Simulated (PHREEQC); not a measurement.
A PHREEQC speciation (Pitzer model, pitzer.dat) at 20 °C gives pH -0.81 and these molalities:

```tsv
species	mol/kgw
H+	2.92
HSO4-	1.68
SO4-2	0.616
```

Question: What are the element totals, and what could have been dissolved in 1 kg of water to give them?

Answer: This is not unique; one that fits is totals S(6) 2.30 mol/kgw, from 2.3 mol H2SO4 per kg of water.

This is a speciation only: nothing precipitates in the calculation. Species that the database lacks are ignored. In brines, pH and single-ion activities rest on the MacInnes convention.
